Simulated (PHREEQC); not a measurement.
Solution (15 °C): 1.6 mol/kgw NaCl and 0.58 mol/kgw KCl. Closed to the air; pH follows from the charge balance.

Model: Pitzer model, pitzer.dat, run in PHREEQC.

Question: The ionic strength comes out as 2.18 mol/kgw. What activity coefficients do Na+, K+, Cl- get?

Answer: Na+ 0.74, K+ 0.60, Cl- 0.56. Single-ion values are on the MacInnes scale.

This is a speciation only: nothing precipitates in the calculation. Complexes and solids missing from the database can't appear.
